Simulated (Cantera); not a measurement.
A closed system holds: 1 mol C₆H₆, 18 mol H₂, held at 0.00180 bar.

Cantera equilibrium calculation (NASA polynomials, part measured and part estimated; ideal gas, pure solids and liquids). Candidate condensed phases: C, C₆H₆, C₇H₈, C₈H₁₈; 76 gas species. Equilibrium is a limit: real reactors are often held back by kinetics, nucleation or transport.

x: gas mole fraction; n: condensed amount in mol.

| T (K) | x H₂ | x H | x C₃ | x C₂H₂ (acetylene) | x C | x C₂H | n C(graphite) |
|---|---|---|---|---|---|---|---|
| 1850 | 0.987 | 0.0126 | 2.81e-10 | 0.000258 | 5.13e-10 | 3.55e-8 | 5.99 |
| 1925 | 0.977 | 0.0223 | 2.25e-9 | 0.000447 | 3.15e-9 | 1.46e-7 | 5.98 |
| 2000 | 0.962 | 0.0376 | 1.54e-8 | 0.000739 | 1.69e-8 | 5.41e-7 | 5.97 |
| 2075 | 0.938 | 0.0608 | 9.12e-8 | 0.00116 | 8.03e-8 | 1.81e-6 | 5.95 |
| 2150 | 0.904 | 0.0945 | 4.76e-7 | 0.00175 | 3.41e-7 | 5.50e-6 | 5.92 |
| 2225 | 0.856 | 0.141 | 2.21e-6 | 0.00251 | 1.32e-6 | 1.54e-5 | 5.89 |
| 2300 | 0.793 | … | … | … | … | … | 5.84 |
| 2375 | 0.714 | 0.281 | 3.55e-5 | 0.00444 | 1.51e-5 | 9.47e-5 | 5.77 |
| 2450 | 0.621 | 0.373 | 0.000125 | 0.00542 | 4.58e-5 | 0.000210 | 5.70 |
| 2525 | … | … | … | 0.00621 | … | … | 5.59 |
| 2600 | 0.411 | 0.580 | 0.00123 | 0.00666 | 0.000347 | 0.000828 | 5.42 |
| 2675 | 0.310 | 0.677 | 0.00350 | 0.00667 | 0.000875 | 0.00148 | 5.08 |
| 2750 | 0.221 | 0.758 | 0.00937 | 0.00622 | 0.00210 | 0.00247 | 4.26 |
| 2825 | 0.148 | 0.811 | 0.0238 | 0.00538 | 0.00480 | 0.00386 | 2.22 |

Q: Some entries are withheld; supply them.

A: 
- 2300, x H: 0.203
- 2300, x C₃: 9.29e-6
- 2300, x C₂H₂ (acetylene): 0.00343
- 2300, x C: 4.65e-6
- 2300, x C₂H: 3.97e-5
- 2525, x H₂: 0.517
- 2525, x H: 0.475
- 2525, x C₃: 0.000406
- 2525, x C: 0.000130
- 2525, x C₂H: 0.000432
